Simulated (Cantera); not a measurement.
Adiabatic ignition

An adiabatic, constant-pressure homogeneous reactor starts with CH3OH : O2 : N2 = 1 : 0.625 : 2.35 (molar parts), at 1300 K and 19.7 atm.

Cantera simulation using GRI-Mech 3.0 (53 species, 325 reactions); the numbers are that mechanism's predictions, not measurements. GRI-Mech 3.0 was tuned for natural gas; its chemistry of methanol as a main component is partial and can be far from experiment. The pressure lies above the range GRI-Mech 3.0 was tuned for (to about 10 atm).

```
t (s)     T (K)   x CH3OH     x O2     x HCO       x O    x H2O2     x N2O     x H2
--------  -----  --------  -------  --------  --------  --------  --------  -------
4.00e-6    1300     0.252    0.157  1.40e-11  1.37e-10   2.90e-8  6.67e-12  3.43e-6
1.23e-5    1300     0.252    0.157  6.16e-11  1.46e-10   6.19e-7  6.41e-11  1.17e-5
3.80e-5    1300     0.251    0.157  5.10e-10  2.14e-10   7.48e-6  5.58e-10  5.74e-5
0.000117   1304     0.248    0.155   4.45e-8   2.17e-9  0.000215   5.92e-9  0.00114
0.000360   2313   1.38e-9  3.47e-7   5.72e-7   7.09e-7   2.42e-9   2.44e-9    0.172
0.00111    2313  4.26e-11  3.47e-7   5.72e-7   7.10e-7   2.42e-9   2.45e-9    0.172
0.00342    2313  4.26e-11  3.47e-7   5.72e-7   7.10e-7   2.42e-9   2.49e-9    0.172
0.0105     2313  4.26e-11  3.47e-7   5.72e-7   7.09e-7   2.42e-9   2.65e-9    0.172
0.0324     2313  4.26e-11  3.47e-7   5.72e-7   7.09e-7   2.42e-9   2.85e-9    0.172
0.0999     2313  4.26e-11  3.47e-7   5.72e-7   7.09e-7   2.42e-9   2.87e-9    0.172
0.308      2313  4.26e-11  3.47e-7   5.72e-7   7.09e-7   2.42e-9   2.87e-9    0.172
0.948      2313  4.26e-11  3.47e-7   5.72e-7   7.09e-7   2.42e-9   2.87e-9    0.172
2.92       2313  4.26e-11  3.47e-7   5.72e-7   7.09e-7   2.42e-9   2.87e-9    0.172
9.00       2313  4.26e-11  3.47e-7   5.72e-7   7.09e-7   2.42e-9   2.87e-9    0.172
```
x: mole fraction; the columns are a selection and need not sum to one.

| Quantity | Value |
|---|---|
| time of steepest temperature rise | 0.160 ms |
| temperature at 9.00 s | 2313 K |
| equilibrium temperature | 2313 K |
| x(CH3OH) at 9.00 s | 4.26e-11 (gas-phase equilibrium 4.36e-11) |
| x(O2) at 9.00 s | 3.47e-7 (gas-phase equilibrium 3.47e-7) |
| x(HCO) at 9.00 s | 5.72e-7 (gas-phase equilibrium 5.72e-7) |
